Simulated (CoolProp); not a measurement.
Ethanol at 274.24 K and 12.4 MPa flows at 2.3 m/s in a round tube of 25 mm bore and 15 µm roughness, fully developed (64/Re and Nu = 3.66 if laminar; Colebrook and Gnielinski if turbulent). Each further row changes one setting.

Values from CoolProp's reference Helmholtz-energy equation of state, Schroeder 2014.

```tsv
case	Reynolds number	Darcy friction factor	pressure drop (Pa/m)	heat-transfer coefficient (W/(m² K))	mass flow (kg/h)
as stated	?	?	?	2070	3310
velocity 4.6 m/s	49500	?	?	?	6620
diameter 50 mm	49500	0.0220	947	?	?
```

Q: What belongs in the gaps?

A: 
- as stated, Reynolds number: 24700
- as stated, Darcy friction factor: 0.0260
- as stated, pressure drop (Pa/m): 2240
- velocity 4.6 m/s, Darcy friction factor: 0.0229
- velocity 4.6 m/s, pressure drop (Pa/m): 7900
- velocity 4.6 m/s, heat-transfer coefficient (W/(m² K)): 3920
- diameter 50 mm, heat-transfer coefficient (W/(m² K)): 1910
- diameter 50 mm, mass flow (kg/h): 13200

Viscosity comes from a separate model (Kiselev 2005). Thermal conductivity comes from a separate model (Assael 2013).
